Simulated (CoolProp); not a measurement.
C2F6 (R116) at 402.94 K and 0.622 MPa is throttled through a valve to 0.257 MPa with no heat exchange. Each further row changes one setting.

Values from CoolProp's reference Helmholtz-energy equation of state, Lemmon 2006. It is a short technical equation, of lower accuracy than the large ones.

```json
[
 {"case": "as stated", "temperature change (K)": "-1.4", "final density (kg/m³)": "10.7"},
 {"case": "outlet pressure 0.0771 MPa", "temperature change (K)": "-2.1", "final density (kg/m³)": "3.20"},
 {"case": "outlet pressure 0.334 MPa", "temperature change (K)": "-1.1", "final density (kg/m³)": "14.0"}
]
```
